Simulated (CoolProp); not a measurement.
Vapour-liquid equilibrium of R22 (1) + R115 (2) at 1.68 bar; x and y are mole fractions of (1).

Values from CoolProp's multi-fluid Helmholtz-energy mixture model, Kamei 1995 and Lemmon 2016; pair parameters Bell 2016.

Q: Give the bubble temperature and the first vapour's composition at x = 0.35, 0.55, 0.85. Is there an azeotrope?

A: x = 0.35: -33.4 °C, y = 0.406; x = 0.55: -33.5 °C, y = 0.520; x = 0.85: -31.5 °C, y = 0.785. y crosses x between x = 0.45 and 0.55: the model has an azeotrope there.

The pair parameters rest on a limited set of measurements; away from them the model extrapolates.
